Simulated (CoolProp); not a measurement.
Properties of C2F6 (R116) along the isobar 0.101 MPa.

Model: reference Helmholtz-energy equation of state, Lemmon 2006, in CoolProp. It is a short technical equation, of lower accuracy than the large ones.

```csv
T (°C),phase,speed of sound (m/s),Joule-Thomson coefficient (K/MPa),isothermal compressibility (1/MPa),expansivity (1/kK),conductivity (mW/(m K)),fugacity coefficient
-34.65,gas,123.4,15.87,10.13,4.519,10.4,0.9781
-22.15,gas,126.7,13.58,10.09,4.242,11.3,0.9815
-9.75,gas,129.9,11.77,10.06,4.005,12.2,0.9843
2.65,gas,133.0,10.29,10.04,3.796,13.1,0.9865
15.05,gas,136.0,9.078,10.02,3.611,14.0,0.9884
27.55,gas,139.0,8.059,10.00,3.443,15.0,0.9899
39.95,gas,141.8,7.210,9.990,3.293,15.9,0.9912
52.35,gas,144.6,6.489,9.978,3.157,16.9,0.9923
64.85,gas,147.4,5.866,9.968,3.031,17.9,0.9933
77.25,gas,150.0,5.333,9.960,2.916,18.9,0.9941
89.65,gas,152.6,4.869,9.953,2.810,19.8,0.9948
102.15,gas,155.2,4.460,9.946,2.712,20.8,0.9954
114.55,gas,157.7,4.103,9.941,2.621,21.8,0.9960
126.95,gas,160.2,3.787,9.936,2.536,22.8,0.9965
139.45,gas,162.7,3.503,9.932,2.456,23.8,0.9969
151.85,gas,165.1,3.251,9.928,2.381,24.7,0.9973
```

Thermal conductivity comes from a separate model (Huber 2003), an estimate that may be off by 10 % or more.
